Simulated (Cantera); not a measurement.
A perfectly stirred reactor is fed with CH₄ : CO₂ : H₂ = 1 : 0.35 : 0.86 (molar parts), at 263 Torr; it is held at 1850 K, and followed from long to short residence time.

Cantera simulation using GRI-Mech 3.0 (53 species, 325 reactions); the numbers are that mechanism's predictions, not measurements. GRI-Mech 3.0 stops at C3 and has no aromatics, soot or wall deposition, so with more carbon than oxygen in the feed, carbon stays in small species such as C2H2 where larger ones or solid carbon would form.

| quantity | before | after |
|---|---|---|
| x(CH₄) at τ = 1.40 s | 0.0121 | 0.0125 |
| x(CO₂) at τ = 1.40 s | 0.00127 | 0.00157 |
| x(H₂) at τ = 1.40 s | 0.690 | 0.687 |
| x(CH₂CO) at τ = 1.40 s | 4.70e-6 | 5.96e-6 |
| x(H₂O) at τ = 1.40 s | 0.0147 | 0.0179 |
| x(CH₄) at τ = 52.0 ms | 0.0565 | 0.0615 |
| x(CO₂) at τ = 52.0 ms | 0.0132 | 0.0166 |
| x(H₂) at τ = 52.0 ms | 0.609 | 0.604 |
| x(CH₂CO) at τ = 52.0 ms | 2.98e-5 | 3.25e-5 |
| x(H₂O) at τ = 52.0 ms | 0.0762 | 0.0782 |

Which change was made?
A. pressure from 263 Torr to 16500 Torr
B. CO2 0.35 to 1.2 parts
C. pressure from 263 Torr to 150 Torr
D. temperature 1850 to 2075 K

C, pressure from 263 Torr to 150 Torr
